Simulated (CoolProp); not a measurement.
Computed with CoolProp (reference Helmholtz-energy equation of state, de Reuck 1993).

Problem. For methanol, give the phase and the cv (kJ/(kg K)), speed of sound (m/s) at 538.9 K and 7470 kPa; 538.9 K and 41100 kPa.

Solution. 
- 538.9 K and 7470 kPa: gas; cv 2.99, speed of sound 307
- 538.9 K and 41100 kPa: supercritical; cv 3.23, speed of sound 707
